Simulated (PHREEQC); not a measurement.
0.1 mol of Vivianite (Fe3(PO4)2:8H2O) is brought to equilibrium with 1 kg of water, at 25 °C under several pressures of CO2. No oxygen is let in. Only these solids could form: Vivianite, Siderite.

Computed with PHREEQC (ion-association model, phreeqc.dat).

| log pCO2 (atm) | pH | dissolved Fe (mol/kgw) | dissolved P (mol/kgw) | CO2 (mol/kgw) | Fe+2 (mol/kgw) | H2PO4- (mol/kgw) |
|---|---|---|---|---|---|---|
| -5 | 7.58 | 7.23e-6 | 4.82e-6 | 3.40e-7 | 7.04e-6 | 1.40e-6 |
| -4.5 | 7.30 | 1.03e-5 | 6.86e-6 | 1.08e-6 | 1.01e-5 | 2.96e-6 |
| -4 | 7.02 | 1.53e-5 | 1.02e-5 | 3.40e-6 | ___ | 5.94e-6 |
| -3.5 | 6.75 | 2.35e-5 | 1.57e-5 | ___ | 2.29e-5 | 1.12e-5 |
| -3 | 6.47 | 3.73e-5 | 2.49e-5 | 3.40e-5 | 3.63e-5 | ___ |
| -2.5 | 6.20 | 6.09e-5 | 4.06e-5 | 0.000108 | 5.87e-5 | 3.53e-5 |
| -2 | 5.93 | 0.000101 | 6.76e-5 | 0.000340 | 9.64e-5 | 6.04e-5 |
| -1.5 | 5.66 | 0.000172 | 0.000114 | 0.00108 | 0.000159 | ___ |
| -1 | 5.39 | 0.000296 | 0.000197 | 0.00340 | 0.000264 | 0.000172 |
| -0.5 | 5.13 | 0.000520 | 0.000347 | ___ | 0.000438 | 0.000287 |
| 0 | 4.87 | 0.000936 | 0.000624 | 0.0338 | 0.000722 | 0.000476 |

Question: What belongs in the gaps?

Answer: 
- -4, Fe+2 (mol/kgw): 1.49e-5
- -3.5, CO2 (mol/kgw): 1.08e-5
- -3, H2PO4- (mol/kgw): 2.02e-5
- -1.5, H2PO4- (mol/kgw): 0.000102
- -0.5, CO2 (mol/kgw): 0.0107
